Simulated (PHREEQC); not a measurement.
Dissolve 0.0029 mol NaH2PO4, 0.00016 mol NaF and 0.00059 mol KCl per kg of water at 25 °C. Closed to the air; pH follows from the charge balance.

All values are PHREEQC results (ion-association model, phreeqc.dat), not measurements.

```tsv
quantity	before	after
pH	4.94	4.07
ionic strength (mol/kgw)	0.00368	0.00374
HPO4-2 (mol/kgw)	1.90e-5	2.52e-6
H3PO4 (mol/kgw)	4.52e-6	3.39e-5
HF (mol/kgw)	2.51e-6	1.72e-5
NaF (mol/kgw)	2.43e-7	2.20e-7
SI of Halite (NaCl)	-7.37	-7.37
SI of Sylvite (KCl)	-7.42	-7.42
```

### Question
Name the change that produced these shifts.
A) temperature from 25 to 35 °C
B) NaF from 0.00016 to 1.6e-05 mol/kgw
C) diluted 10-fold with water
D) 0.00014 mol/kgw HBr added
E) NaH2PO4 from 0.0029 to 0.00319 mol/kgw

### Answer
D, 0.00014 mol/kgw HBr added

Precipitation was switched off in this run.
